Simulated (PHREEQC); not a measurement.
Synthetic water in mg/L, 15 °C, pH 3.61, pe 12.4: Na 103; K 0.217; Ca 60.1; Mg 38.8; Cl 123; S(6) as SO4 394; B 0.0278.

Valence states are taken as typed.

Equilibrium calculation in PHREEQC: ion-association model, wateq4f.dat.

Q: The ionic strength comes out as 0.0160 mol/kgw. What activity coefficients do K+, NaSO4-, SO4-2, HSO4-, Mg+2 get?

A: K+ 0.88, NaSO4- 0.89, SO4-2 0.62, HSO4- 0.88, Mg+2 0.63.

Precipitation was switched off in this run. Complexes and solids missing from the database can't appear.
